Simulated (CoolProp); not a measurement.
Sulfur hexafluoride along the isobar 18.4 MPa: Z from the reference equation and from simpler models built on Tc = 318.7 K, pc = 3.755 MPa, ω = 0.210; each cubic takes its own stable root.

Computed with CoolProp (reference Helmholtz-energy equation of state, Guder 2009).

| T (K) | phase | reference |
|---|---|---|
| 294.2 | liquid | 0.6766 |
| 300.3 | liquid | 0.6745 |
| 306.4 | liquid | 0.6732 |
| 312.6 | liquid | 0.6726 |
| 318.7 | liquid | 0.6728 |
| 324.8 | supercritical | 0.6736 |
| 331 | supercritical | 0.6753 |
| 337.1 | supercritical | 0.6777 |
| 343.2 | supercritical | 0.6808 |
| 349.3 | supercritical | 0.6848 |
| 355.5 | supercritical | 0.6896 |
| 361.6 | supercritical | 0.6952 |
| 367.7 | supercritical | 0.7015 |
| 373.8 | supercritical | 0.7086 |
| 380 | supercritical | 0.7166 |

### Question
How far does each simpler model (Soave-Redlich-Kwong, Peng-Robinson) lie from the reference over these 15 states: mean and median of the absolute difference, and the worst?

### Answer
- Soave-Redlich-Kwong: mean 4.1 %, median 4.1 %, worst +5.3 % at 380 K and 18.4 MPa
- Peng-Robinson: mean 6.0 %, median 6.1 %, worst -8.2 % at 294.2 K and 18.4 MPa
